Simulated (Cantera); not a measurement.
Input: 1 mol CH₃Cl, 0.77 mol CH₄, 0.19 mol H₂, held at 3148.15 K and 1.33 mbar.

Equilibrium computed with Cantera from the NASA thermochemical tables; the gas is ideal and each condensed phase is pure. Candidate condensed phases: C, C₆H₆, C₇H₈, C₈H₁₈; 91 gas species. Rates play no part.

Base state: H 0.755, Cl 0.119, C 0.0507, C₃ 0.0443, C₂ 0.0133, H₂ 0.0128, HCl 0.00298, C₂H 0.00180 (mole fractions); condensed: gas only.

Question: What changes in the equilibrium state with this change: temperature from 3148.15 K to 1598 K?

Answer: 
```json
[
 {"species": "H₂", "before": "0.0128", "after": "0.731"},
 {"species": "HCl", "before": "0.00298", "after": "0.268"},
 {"species": "H", "before": "0.755", "after": "0.00125"},
 {"species": "C", "before": "0.0507", "after": "<1e-9"},
 {"species": "C₃", "before": "0.0443", "after": "<1e-9"},
 {"species": "C₂", "before": "0.0133", "after": "<1e-9"},
 {"species": "Cl", "before": "0.119", "after": "0.000361"},
 {"species": "C₂H", "before": "0.00180", "after": "<1e-9"},
 {"species": "C₅", "before": "0.000151", "after": "<1e-9"},
 {"species": "C₄", "before": "7.81e-5", "after": "<1e-9"},
 {"species": "CH", "before": "7.45e-5", "after": "<1e-9"},
 {"species": "C(graphite), mol", "before": "0", "after": "1.77"}
]
```
